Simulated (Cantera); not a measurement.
Charge: 1 mol CH₃SiH₃, 0.44 mol C₂H₂, 5.9 mol H₂, 0.01 mol CH₄, at 775 °C and 0.110 bar.

Cantera equilibrium calculation (NASA polynomials, part measured and part estimated; ideal gas, pure solids and liquids). Candidate condensed phases: C, C₆H₆, C₇H₈, C₈H₁₈, Si, SiC; 87 gas species. The feed counts by its element totals alone. Equilibrium is a limit: real reactors are often held back by kinetics, nucleation or transport.

**Question.** What is the equilibrium state?

**Answer.** 
- x(H₂) = 0.994
- x(CH₄) = 0.00634
- n(C(graphite)) = 0.831 mol
- n(SiC(s)) = 1.00 mol
- gas amount = 9.301 mol
- log10 activity of Si(s) (absent) = -3.23
